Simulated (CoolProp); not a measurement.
Vapour-liquid equilibrium of CF4 (R14) (1) + R13 (2) at 154.4 K; x and y are mole fractions of (1).

Values from CoolProp's multi-fluid Helmholtz-energy mixture model, Platzer 1990 and Platzer 1990; pair parameters Bell 2016. This equation is an older, rougher fit; its heat capacities, sound speeds and derivatives of the liquid may be far off and weren't checked against measurements.

### Question
Give the bubble pressure and the first vapour's composition at x = 0.05, 0.5, 0.8. Is there an azeotrope?

### Answer
x = 0.05: 0.02179 MPa, y = 0.655; x = 0.5: 0.1091 MPa, y = 0.956; x = 0.8: 0.1534 MPa, y = 0.984. No azeotrope shows between x = 0.05 and 0.95.

Pair parameters are fitted to limited data, so mixtures are less certain than the pure fluids.
